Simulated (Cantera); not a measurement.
A closed system holds: 1 mol (CH₃)₂SiCl₂, 120 mol H₂, equilibrated at 777 °C and 3.68 Torr.

These are equilibrium values from Cantera (NASA tables, ideal gas, pure condensed phases), not measurements of a reactor. Candidate condensed phases: C, C₆H₆, C₇H₈, C₈H₁₈, Si, SiC; 109 gas species. The feed counts by its element totals alone. Rates play no part.

Base state: H₂ 0.984, HCl 0.0161, CH₄ 0.000271 (mole fractions); condensed: C(graphite) + SiC(s).

### Question
What changes in the equilibrium state with this change: (CH₃)₂SiCl₂ replaced by SiF₄?

### Answer
| species | before | after |
|---|---|---|
| H₂ | 0.984 | 0.992 |
| SiF₄ | 0 | 0.00805 |
| HF | 0 | 0.000212 |
| HCl | 0.0161 | 0 |
| CH₄ | 0.000271 | 0 |
| SiHF₃ | 0 | 0.000177 |
| SiF₃ | 0 | 3.09e-5 |
| C(graphite), mol | 0.966 | 0 |
| SiC(s), mol | 1.000 | 0 |
The tables' values for SiF₃ are old estimates; treat these amounts as uncertain.
